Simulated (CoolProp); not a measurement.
Properties of R125 along the isotherm 420.4 K (Tc = 339.2 K, pc = 3618 kPa, ω = 0.305).

Computed with CoolProp (reference Helmholtz-energy equation of state, Lemmon 2005).

```json
[
 {"p (kPa)": "754", "phase": "gas", "cp (kJ/(kg K))": "0.9807", "isothermal compressibility (1/MPa)": "1.372", "Prandtl number": "0.735"},
 {"p (kPa)": "1510", "phase": "gas", "cp (kJ/(kg K))": "1.005", "isothermal compressibility (1/MPa)": "0.7107", "Prandtl number": "0.755"},
 {"p (kPa)": "2260", "phase": "gas", "cp (kJ/(kg K))": "1.033", "isothermal compressibility (1/MPa)": "0.4932", "Prandtl number": "0.781"},
 {"p (kPa)": "3020", "phase": "gas", "cp (kJ/(kg K))": "1.067", "isothermal compressibility (1/MPa)": "0.3843", "Prandtl number": "0.814"},
 {"p (kPa)": "3770", "phase": "supercritical", "cp (kJ/(kg K))": "1.107", "isothermal compressibility (1/MPa)": "0.3208", "Prandtl number": "0.854"},
 {"p (kPa)": "4520", "phase": "supercritical", "cp (kJ/(kg K))": "1.154", "isothermal compressibility (1/MPa)": "0.2786", "Prandtl number": "0.903"},
 {"p (kPa)": "5280", "phase": "supercritical", "cp (kJ/(kg K))": "1.208", "isothermal compressibility (1/MPa)": "0.2474", "Prandtl number": "0.963"},
 {"p (kPa)": "6030", "phase": "supercritical", "cp (kJ/(kg K))": "1.268", "isothermal compressibility (1/MPa)": "0.2226", "Prandtl number": "1.03"},
 {"p (kPa)": "6780", "phase": "supercritical", "cp (kJ/(kg K))": "1.329", "isothermal compressibility (1/MPa)": "0.2002", "Prandtl number": "1.12"},
 {"p (kPa)": "7540", "phase": "supercritical", "cp (kJ/(kg K))": "1.388", "isothermal compressibility (1/MPa)": "0.1783", "Prandtl number": "1.21"},
 {"p (kPa)": "8290", "phase": "supercritical", "cp (kJ/(kg K))": "1.437", "isothermal compressibility (1/MPa)": "0.1568", "Prandtl number": "1.30"},
 {"p (kPa)": "9050", "phase": "supercritical", "cp (kJ/(kg K))": "1.472", "isothermal compressibility (1/MPa)": "0.1355", "Prandtl number": "1.39"}
]
```

Viscosity comes from a separate model (Huber 2006). Thermal conductivity comes from a separate model (Perkins 2006).
